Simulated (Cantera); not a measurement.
Cantera run:

```python
import numpy as np
import cantera as ct

gas_names = """
    H HNO HNO2 HNO3 HO2 H2 H2O H2O2 Hg N NH NH2 NH3 NH2OH NO NO2 NO3 N2 N2H2 N2H4 N2O O OH O2 O3
""".split()
cond_names = """
    H2O(s) H2O(L) Hg(cr) Hg(L) HgO(s)
""".split()


# ... load() reads the species with a 1 bar reference pressure and builds the phases ...
atoms = {
    'Hg': {'Hg': 1},
    'O2': {'O': 2},
    'N2': {'N': 2},
    'H2': {'H': 2},
}
top_T = {}  # K; cautious upper limits of use, not melting points


# ... equilibrate(T, P, feed) seeds the gas with the atoms and calls Mixture.equilibrate('TP', solver="vcs", rtol=1e-11, max_steps=5000) ...
results = []
feed = {'Hg': 1, 'O2': 0.037, 'N2': 4, 'H2': 3.9}  # mol
T = 1248.15  # K
P = 1333.22  # Pa
mix = equilibrate(T, P, feed)
results.append((T, P, feed, dict(zip(mix.species_names, mix.species_moles))))
print(gas.report(threshold=0.001))
for i in range(1, mix.n_phases):
    print(f"{mix.phase(i).name:16s} {mix.phase_moles(i):12.5e} mol")
```

Result:

```
       temperature   1248.2 K
          pressure   1333.2 Pa
           density   0.0046436 kg/m^3
  mean mol. weight   36.145 kg/kmol
   phase of matter   gas

                          1 kg             1 kmol
                     ---------------   ---------------
          enthalpy        9.1136e+05        3.2941e+07  J
   internal energy        6.2425e+05        2.2564e+07  J
           entropy            6904.1        2.4955e+05  J/K
    Gibbs function        -7.706e+06       -2.7853e+08  J
 heat capacity c_p            867.94             31372  J/K
 heat capacity c_v            637.91             23058  J/K

                      mass frac. Y      mole frac. X     chem. pot. / RT
                     ---------------   ---------------   ---------------
                H2          0.023977           0.42989           -23.246
               H2O          0.004144         0.0083146           -58.012
                Hg           0.62355           0.11236            -23.31
                N2           0.34833           0.44944           -30.583
     [  +21 minor]         2.571e-07         3.047e-06

Hg(L)             0.00000e+00 mol
```

Equilibrium computed with Cantera from the NASA thermochemical tables; the gas is ideal and each condensed phase is pure.
